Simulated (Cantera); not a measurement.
Cantera run:

```python
import numpy as np
import cantera as ct

gas_names = """
    H HCL Na
""".split()
cond_names = """
    NaCL(s) NaCL(L)
""".split()


def load(file, names, dense=False):
    # The tables refer to 1 bar. Condensed volumes are neglected.
    table = {s.name: s for s in ct.Species.list_from_file(file)}
    out = []
    for n in names:
        d = dict(table[n].input_data)
        d["thermo"] = dict(d["thermo"], **{"reference-pressure": 1e5})
        if dense:
            d["equation-of-state"] = {"model": "constant-volume", "density": "1e6 g/cm^3"}
        out.append(ct.Species.from_dict(d))
    return out


species = {s.name: s for s in load("nasa_gas.yaml", gas_names) + load("nasa_condensed.yaml", cond_names)}
# Each term lists the table entries of one substance; the one whose range holds T is used.
reactions = {
    'NaCl + H(g) = HCl(g) + Na(g)':
        [(-1, ['NaCL(s)', 'NaCL(L)']), (-1, ['H']), (1, ['HCL']), (1, ['Na'])],
}


def pick(names, T):
    return next(species[n] for n in names if species[n].thermo.min_temp <= T <= species[n].thermo.max_temp)


results = []
for label, terms in reactions.items():
    print(label)
    print("     T/K   dH/kJ  dS/(J/K)   dG/kJ   log10 K")
    for T in [1900, 1925, 1950, 1975, 2000, 2025]:
        used = [(nu, pick(names, T)) for nu, names in terms]
        dH = sum(nu * s.thermo.h(T) for nu, s in used) / 1e6
        dS = sum(nu * s.thermo.s(T) for nu, s in used) / 1e3
        dG = dH - T * dS / 1e3
        logK = -dG * 1e6 / (ct.gas_constant * T * np.log(10))
        results.append((label, T, dH, dS, dG, logK, [s.name for _, s in used]))
        print(f"{T:8g} {dH:8.1f} {dS:8.1f} {dG:8.1f} {logK:8.2f}")
```

Result:

```
NaCl + H(g) = HCl(g) + Na(g)
     T/K   dH/kJ  dS/(J/K)   dG/kJ   log10 K
    1900    130.8     74.5    -10.8     0.30
    1925    130.0     74.1    -12.6     0.34
    1950    129.2     73.7    -14.5     0.39
    1975    128.5     73.3    -16.3     0.43
    2000    127.7     72.9    -18.1     0.47
    2025    127.0     72.6    -20.0     0.52
```

Cantera with NASA thermochemical tables; ideal gases at 1 bar, condensed phases pure. Condensed species are held in their standard states even where they would react or evaporate.
